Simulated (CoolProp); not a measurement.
Aqueous potassium carbonate as a coolant, 26 % by mass, freezing at -13.8 °C, 1 atm.

Values from CoolProp's Melinder's fits for secondary coolants.

| T (°C) | viscosity (mPa s) | cp (kJ/(kg K)) | density (kg/m³) | conductivity (W/(m K)) |
|---|---|---|---|---|
| -9.4 | [?] | 3.045 | 1266 | 0.525 |
| -1 | [?] | 3.057 | 1263 | 0.539 |
| 7.4 | 2.87 | 3.069 | [?] | 0.552 |
| 15.8 | 2.35 | [?] | 1256 | 0.566 |
| 24.2 | [?] | [?] | 1252 | 0.580 |
| 32.6 | 1.67 | 3.107 | 1248 | 0.594 |

Problem. Fill in the missing entries.

Solution. 
- -9.4, viscosity (mPa s): 4.73
- -1, viscosity (mPa s): 3.61
- 7.4, density (kg/m³): 1260
- 15.8, cp (kJ/(kg K)): 3.082
- 24.2, viscosity (mPa s): 1.96
- 24.2, cp (kJ/(kg K)): 3.095
